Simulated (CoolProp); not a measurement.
Vapour-liquid equilibrium of benzene (1) + o-xylene (2) at 10.6 bar; x and y are mole fractions of (1).

Computed with CoolProp (multi-fluid Helmholtz-energy mixture model, Thol 2012 and Zhou 2012; pair parameters Bell 2016).

```json
[
 {"x": "0.05", "bubble temperature, mixture model (K)": "…", "bubble temperature, Raoult's law (K)": "527.7", "y, mixture model": "0.104", "y, Raoult's law": "0.150"},
 {"x": "0.125", "bubble temperature, mixture model (K)": "521.7", "bubble temperature, Raoult's law (K)": "518.1", "y, mixture model": "…", "y, Raoult's law": "0.329"},
 {"x": "0.2", "bubble temperature, mixture model (K)": "513.2", "bubble temperature, Raoult's law (K)": "509.5", "y, mixture model": "…", "y, Raoult's law": "0.468"},
 {"x": "0.275", "bubble temperature, mixture model (K)": "…", "bubble temperature, Raoult's law (K)": "501.9", "y, mixture model": "0.513", "y, Raoult's law": "0.577"},
 {"x": "0.35", "bubble temperature, mixture model (K)": "…", "bubble temperature, Raoult's law (K)": "495.0", "y, mixture model": "0.613", "y, Raoult's law": "0.664"},
 {"x": "0.425", "bubble temperature, mixture model (K)": "…", "bubble temperature, Raoult's law (K)": "488.7", "y, mixture model": "0.694", "y, Raoult's law": "0.735"},
 {"x": "0.5", "bubble temperature, mixture model (K)": "483.5", "bubble temperature, Raoult's law (K)": "483.1", "y, mixture model": "0.759", "y, Raoult's law": "0.793"},
 {"x": "0.575", "bubble temperature, mixture model (K)": "477.9", "bubble temperature, Raoult's law (K)": "477.9", "y, mixture model": "0.811", "y, Raoult's law": "0.841"},
 {"x": "0.65", "bubble temperature, mixture model (K)": "472.9", "bubble temperature, Raoult's law (K)": "473.1", "y, mixture model": "0.855", "y, Raoult's law": "0.881"},
 {"x": "0.725", "bubble temperature, mixture model (K)": "468.4", "bubble temperature, Raoult's law (K)": "468.7", "y, mixture model": "…", "y, Raoult's law": "0.914"},
 {"x": "0.8", "bubble temperature, mixture model (K)": "464.4", "bubble temperature, Raoult's law (K)": "464.6", "y, mixture model": "0.923", "y, Raoult's law": "0.943"},
 {"x": "0.875", "bubble temperature, mixture model (K)": "460.7", "bubble temperature, Raoult's law (K)": "460.7", "y, mixture model": "0.953", "y, Raoult's law": "0.967"},
 {"x": "0.95", "bubble temperature, mixture model (K)": "457.2", "bubble temperature, Raoult's law (K)": "457.2", "y, mixture model": "…", "y, Raoult's law": "0.988"}
]
```

Task: Fill in the missing entries.

Result: 
- 0.05, bubble temperature, mixture model (K): 529.8
- 0.125, y, mixture model: 0.255
- 0.2, y, mixture model: 0.393
- 0.275, bubble temperature, mixture model (K): 504.9
- 0.35, bubble temperature, mixture model (K): 497.1
- 0.425, bubble temperature, mixture model (K): 489.9
- 0.725, y, mixture model: 0.891
- 0.95, y, mixture model: 0.981

The largest gap from Raoult's law is +3.7 K in bubble temperature, at x = 0.2. No azeotrope shows between x = 0.05 and 0.95.

The pair parameters rest on a limited set of measurements; away from them the model extrapolates. The gap from Raoult's law changes sign with composition, which may be real or a fault of the pair parameters; it wasn't checked against measurements.
